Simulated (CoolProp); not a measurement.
Vinyl chloride along the isobar 0.311 MPa: density (kg/m³) from the reference equation and from simpler models built on Tc = 151.9 °C, pc = 5.600 MPa, ω = 0.160; each cubic takes its own stable root.

Model: reference Helmholtz-energy equation of state, Thol 2022, in CoolProp.

| T (°C) | phase | reference |
|---|---|---|
| -118.35 | liquid | 1158 |
| -112.65 | liquid | 1147 |
| -106.85 | liquid | 1136 |
| -101.15 | liquid | 1125 |
| -95.35 | liquid | 1114 |
| -89.65 | liquid | 1104 |
| -83.85 | liquid | 1093 |
| -78.15 | liquid | 1083 |
| -72.45 | liquid | 1073 |
| -66.65 | liquid | 1063 |
| -60.95 | liquid | 1053 |
| -55.15 | liquid | 1043 |

Task: How far does each simpler model (van der Waals, Redlich-Kwong, Soave-Redlich-Kwong) lie from the reference over these 12 states: mean and median of the absolute difference, and the worst?

Result: 
- van der Waals: mean 39.0 %, median 38.9 %, worst -40.0 % at -118.35 °C and 0.311 MPa
- Redlich-Kwong: mean 9.2 %, median 9.0 %, worst -10.5 % at -118.35 °C and 0.311 MPa
- Soave-Redlich-Kwong: mean 8.8 %, median 8.6 %, worst -10.5 % at -118.35 °C and 0.311 MPa
